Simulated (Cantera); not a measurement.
**Adiabatic ignition**

An adiabatic, constant-pressure homogeneous reactor starts with 28.5 % CO, 4.55 % H₂, 4.27 % CH₄, 13.2 % O₂, 49.5 % N₂, equivalence ratio 1.9, at 1275 K and 0.370 bar.

Model: GRI-Mech 3.0 (53 species, 325 reactions), integrated in Cantera.

```json
[
 {"t (s)": "2.00e-6", "T (K)": "1275", "x CO": "0.285", "x H₂": "0.0455", "x CH₄": "0.0427", "x C₂H₆": "<1e-12", "x C₂H": "<1e-12", "x CH₃": "2.03e-9"},
 {"t (s)": "7.29e-6", "T (K)": "1275", "x CO": "0.285", "x H₂": "0.0455", "x CH₄": "0.0427", "x C₂H₆": "<1e-12", "x C₂H": "<1e-12", "x CH₃": "1.85e-8"},
 {"t (s)": "2.65e-5", "T (K)": "1275", "x CO": "0.285", "x H₂": "0.0455", "x CH₄": "0.0427", "x C₂H₆": "1.89e-12", "x C₂H": "<1e-12", "x CH₃": "1.72e-7"},
 {"t (s)": "9.67e-5", "T (K)": "1275", "x CO": "0.285", "x H₂": "0.0455", "x CH₄": "0.0427", "x C₂H₆": "6.95e-10", "x C₂H": "<1e-12", "x CH₃": "1.85e-6"},
 {"t (s)": "0.000352", "T (K)": "1275", "x CO": "0.285", "x H₂": "0.0455", "x CH₄": "0.0425", "x C₂H₆": "9.56e-6", "x C₂H": "<1e-12", "x CH₃": "0.000164"},
 {"t (s)": "0.00128", "T (K)": "2166", "x CO": "0.226", "x H₂": "0.0313", "x CH₄": "<1e-12", "x C₂H₆": "<1e-12", "x C₂H": "<1e-12", "x CH₃": "<1e-12"},
 {"t (s)": "0.00468", "T (K)": "2588", "x CO": "0.225", "x H₂": "0.0292", "x CH₄": "<1e-12", "x C₂H₆": "<1e-12", "x C₂H": "<1e-12", "x CH₃": "<1e-12"},
 {"t (s)": "0.0170", "T (K)": "2612", "x CO": "0.225", "x H₂": "0.0293", "x CH₄": "<1e-12", "x C₂H₆": "<1e-12", "x C₂H": "<1e-12", "x CH₃": "<1e-12"},
 {"t (s)": "0.0620", "T (K)": "2610", "x CO": "0.225", "x H₂": "0.0293", "x CH₄": "<1e-12", "x C₂H₆": "<1e-12", "x C₂H": "<1e-12", "x CH₃": "<1e-12"},
 {"t (s)": "0.226", "T (K)": "2610", "x CO": "0.225", "x H₂": "0.0293", "x CH₄": "<1e-12", "x C₂H₆": "<1e-12", "x C₂H": "<1e-12", "x CH₃": "<1e-12"},
 {"t (s)": "0.823", "T (K)": "2610", "x CO": "0.225", "x H₂": "0.0293", "x CH₄": "<1e-12", "x C₂H₆": "<1e-12", "x C₂H": "<1e-12", "x CH₃": "<1e-12"},
 {"t (s)": "3.00", "T (K)": "2610", "x CO": "0.225", "x H₂": "0.0293", "x CH₄": "<1e-12", "x C₂H₆": "<1e-12", "x C₂H": "<1e-12", "x CH₃": "<1e-12"}
]
```
x: mole fraction; the columns are a selection and need not sum to one.

```yaml
time_of_steepest_temperature_rise: 0.986 ms
temperature at 3.00 s: 2610 K
equilibrium_temperature: 2610 K
x(CO) at 3.00 s: 0.225 (gas-phase equilibrium 0.225)
x(H₂) at 3.00 s: 0.0293 (gas-phase equilibrium 0.0293)
x(CH₄) at 3.00 s: <1e-12 (gas-phase equilibrium <1e-12)
```
